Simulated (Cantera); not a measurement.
## NO annealing gas

A perfectly stirred reactor is fed with NO : N2 = 1 : 0.47 (molar parts), at 1430 Torr; it is held at 2175 K, and followed from long to short residence time.

Model: GRI-Mech 3.0 (53 species, 325 reactions), integrated in Cantera.

```json
[
 {"τ (s)": "1.1", "x NO": "0.0737", "x O2": "0.303", "x NO2": "0.000161", "x N2": "0.623", "x O": "0.000927", "x N2O": "3.34e-6"},
 {"τ (s)": "0.47", "x NO": "0.124", "x O2": "0.277", "x NO2": "0.000259", "x N2": "0.597", "x O": "0.000890", "x N2O": "8.00e-6"},
 {"τ (s)": "0.20", "x NO": "0.208", "x O2": "0.235", "x NO2": "0.000402", "x N2": "0.555", "x O": "0.000825", "x N2O": "2.14e-5"},
 {"τ (s)": "0.085", "x NO": "0.329", "x O2": "0.175", "x NO2": "0.000551", "x N2": "0.495", "x O": "0.000721", "x N2O": "5.30e-5"},
 {"τ (s)": "0.036", "x NO": "0.461", "x O2": "0.109", "x NO2": "0.000622", "x N2": "0.429", "x O": "0.000585", "x N2O": "0.000106"},
 {"τ (s)": "0.015", "x NO": "0.568", "x O2": "0.0555", "x NO2": "0.000576", "x N2": "0.376", "x O": "0.000447", "x N2O": "0.000164"},
 {"τ (s)": "0.0066", "x NO": "0.627", "x O2": "0.0261", "x NO2": "0.000484", "x N2": "0.346", "x O": "0.000346", "x N2O": "0.000203"},
 {"τ (s)": "0.0028", "x NO": "0.657", "x O2": "0.0111", "x NO2": "0.000401", "x N2": "0.331", "x O": "0.000278", "x N2O": "0.000222"}
]
```
x: mole fraction; the columns are a selection and need not sum to one.
